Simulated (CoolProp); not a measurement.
Properties of hydrogen chloride along the isobar 10500 kPa (Tc = 324.7 K, pc = 8314 kPa, ω = 0.130).

Computed with CoolProp (reference Helmholtz-energy equation of state, Thol 2018).

| T (K) | phase | density (kg/m³) | cp (kJ/(kg K)) | isothermal compressibility (1/MPa) |
|---|---|---|---|---|
| 240.8 | liquid | 1064 | 1.702 | 0.002108 |
| 253.3 | liquid | 1028 | 1.742 | 0.002626 |
| 265.8 | liquid | 988.3 | 1.800 | 0.003367 |
| 278.3 | liquid | 945.0 | 1.883 | 0.004496 |
| 290.8 | liquid | 896.0 | 2.011 | 0.006377 |
| 303.3 | liquid | 838.3 | 2.230 | 0.01001 |
| 315.8 | liquid | 764.4 | 2.692 | 0.01919 |
| 328.3 | supercritical | 647.0 | 4.348 | 0.06496 |
| 340.8 | supercritical | 344.6 | 8.234 | 0.3901 |
| 353.3 | supercritical | 238.7 | 3.234 | 0.2039 |
| 365.8 | supercritical | 200.7 | 2.225 | 0.1613 |
| 378.3 | supercritical | 178.1 | 1.789 | 0.1423 |
| 390.8 | supercritical | 162.3 | 1.545 | 0.1313 |
| 403.3 | supercritical | 150.3 | 1.389 | 0.1242 |
| 415.8 | supercritical | 140.6 | 1.282 | 0.1191 |

The peak of cp marks the crossing from liquid-like to gas-like fluid above the critical point.
